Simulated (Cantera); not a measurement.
An adiabatic, constant-volume homogeneous reactor starts with CO : H2 : CH4 : O2 : N2 = 1 : 0.26 : 0.41 : 2.34 : 8.79 (molar parts), equivalence ratio 0.62, at 1500 K and 510000 Pa.

Computed with Cantera and GRI-Mech 3.0 (53 species, 325 reactions).

Problem. Predict: time of steepest temperature rise; temperature at 1.00 s; equilibrium temperature; x(CO) at 1.00 s; x(H2) at 1.00 s; x(N2O) at 1.00 s.

Solution. 
- time of steepest temperature rise = 34.6 µs
- temperature at 1.00 s = 2832 K
- equilibrium temperature = 2832 K
- x(CO) at 1.00 s = 0.0205 (gas-phase equilibrium 0.0205)
- x(H2) at 1.00 s = 0.00241 (gas-phase equilibrium 0.00241)
- x(N2O) at 1.00 s = 3.31e-6 (gas-phase equilibrium 3.31e-6)
